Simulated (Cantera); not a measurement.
**Ignition delay**

Mixture: CH4 : O2 : N2 = 1 : 1.11 : 4.18 (molar parts), at 200000 Pa, adiabatic and at constant volume. Ignition delay is the time to a rise of 400 K.

Computed with Cantera and GRI-Mech 3.0 (53 species, 325 reactions).

| T0 (K) | delay (ms) |
|---|---|
| 1223 | 23.3 |
| 1273 | 12.0 |
| 1323 | 6.38 |
| 1373 | 3.48 |
| 1423 | 1.94 |
| 1473 | 1.11 |
| 1523 | 0.656 |
| 1573 | 0.398 |
| 1623 | 0.249 |

| Item | Result |
|---|---|
| apparent activation energy between 1523 and 1623 K | 200 kJ/mol |
